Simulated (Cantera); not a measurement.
# Ignition delay

Mixture: 17.4 % CH₃OH, 17.4 % O₂, 65.3 % N₂, at 10.0 bar, adiabatic and at constant volume. Ignition delay is the time to a rise of 400 K.

Model: GRI-Mech 3.0 (53 species, 325 reactions), integrated in Cantera. GRI-Mech 3.0 was tuned for natural gas; its chemistry of methanol as a main component is partial and can be far from experiment.

```csv
T0 (K),delay (ms)
1200,1.32
1300,0.278
1400,0.0748
1500,0.0248
1600,0.00975
1700,0.00440
1800,0.00221
```

```yaml
apparent activation energy between 1600 and 1800 K: 180 kJ/mol
```
